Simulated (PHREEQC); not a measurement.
Dissolve 0.0023 mol ZnSO4, 0.041 mol ZnCl2, 0.00035 mol NaHCO3 and 0.017 mol Na2SO4 per kg of water at 25 °C. Closed to the air; pH follows from the charge balance.

Computed with PHREEQC (ion-association model, wateq4f.dat).

This is a speciation only: nothing precipitates in the calculation.

Question: Estimate the pH, ionic strength.

Answer: pH 6.28; ionic strength 0.142 mol/kgw.

Question: In which forms is S present?

Answer: SO4-2 49 %, ZnSO4 42 %, Zn(SO4)2-2 6.5 %, NaSO4- 2.7 % of the S.

Saturation is exceeded, for instance for ZnCO3:H2O; the values hold only as long as no solid forms.
